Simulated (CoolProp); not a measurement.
Values from CoolProp's reference Helmholtz-energy equation of state, Schmidt 1985.

Problem. Give the vapour pressure (bar), liquid viscosity (µPa s), vapour viscosity (µPa s), liquid conductivity (mW/(m K)) of saturated oxygen at -174.15, -167.75 °C.

Solution. 
```
T (°C)   p (bar)  liquid viscosity (µPa s)  vapour viscosity (µPa s)  liquid conductivity (mW/(m K))
-------  -------  ------------------------  ------------------------  ------------------------------
-174.15     2.33                       156                      7.65                             138
-167.75     3.90                       135                      8.17                             129
```

Viscosity comes from a separate model (Lemmon 2004). Thermal conductivity comes from a separate model (Lemmon 2004).
